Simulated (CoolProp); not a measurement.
A simple Rankine cycle with R1336mzz(Z): condensing at 326.15 K, boiler at 0.733 MPa, turbine inlet 499 K, turbine efficiency 0.8, pump efficiency 0.6, no recuperator. Each further row changes one setting.

Model: reference Helmholtz-energy equation of state, McLinden 2020, in CoolProp.

```
case                             thermal efficiency (%)  net work (kJ/kg)  heat in (kJ/kg)  turbine exit temperature (K)  volume ratio over the turbine
-------------------------------  ----------------------  ----------------  ---------------  ----------------------------  -----------------------------
as stated                                           7.3              24.1              330                         472.8                           3.68
condensing temperature 318.15 K                     8.5              28.8              340                         468.1                           4.74
boiler pressure 0.513 MPa                           5.4              17.9              332                         480.3                           2.57
turbine efficiency 0.7                              6.4              21.0              330                         475.6                           3.70
```
